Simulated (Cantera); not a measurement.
A closed system holds: 1 mol Nb2O5, 0.35 mol H2, equilibrated at 1225 °C and 3080 Torr.

Equilibrium computed with Cantera from the NASA thermochemical tables; the gas is ideal and each condensed phase is pure. Candidate condensed phases: H2O, Nb, NbO, NbO2, Nb2O5; 12 gas species. Mutual solubility and eutectic melting of coexisting phases are not modelled. Condensed phases not in the tables: the oxides between NbO2 and Nb2O5. Rates play no part.

Base state: H2 0.914, H2O 0.0857 (mole fractions); condensed: NbO2(s) + Nb2O5(s).

### Question
What changes in the equilibrium state with this change: Nb2O5 replaced by FeS2?

### Answer
| species | before | after |
|---|---|---|
| S2 | 0 | 0.501 |
| H2S | 0 | 0.417 |
| H2 | 0.914 | 0.0793 |
| H2O | 0.0857 | 0 |
| SH | 0 | 0.00321 |
| S | 0 | 1.39e-5 |
| NbO2(s), mol | 0.0600 | 0 |
| Nb2O5(s), mol | 0.970 | 0 |
| FeS(l), mol | 0 | 1.00 |
FeS: taken at fixed stoichiometry. Further candidate phases: Fe, FeS, FeS2, S.
